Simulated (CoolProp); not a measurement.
Properties of ammonia along the isobar 4.92 MPa (Tc = 405.6 K, pc = 11.36 MPa, ω = 0.256).

Model: reference Helmholtz-energy equation of state, Gao 2020, in CoolProp.

```tsv
T (K)	phase	density (kg/m³)	cp (kJ/(kg K))	isothermal compressibility (1/MPa)	Prandtl number	fugacity coefficient
297.2	liquid	608.0	4.724	0.001483	1.30	0.1859
321.4	liquid	569.9	4.973	0.002246	1.25	0.3472
345.6	liquid	524.5	5.459	0.003938	1.29	0.5762
369.9	gas	38.05	4.980	0.3150	1.52	0.7799
394.1	gas	32.21	3.722	0.2662	1.16	0.8265
418.3	gas	28.62	3.257	0.2460	1.03	0.8605
442.6	gas	26.02	3.035	0.2345	0.970	0.8863
466.8	gas	24.01	2.919	0.2272	0.932	0.9063
491.1	gas	22.36	2.856	0.2221	0.905	0.9223
515.3	gas	20.98	2.824	0.2183	0.886	0.9351
539.5	gas	19.79	2.811	0.2155	0.873	0.9455
```

Viscosity comes from a separate model (Fenghour 1995). Thermal conductivity comes from a separate model (Tufeu 1984).
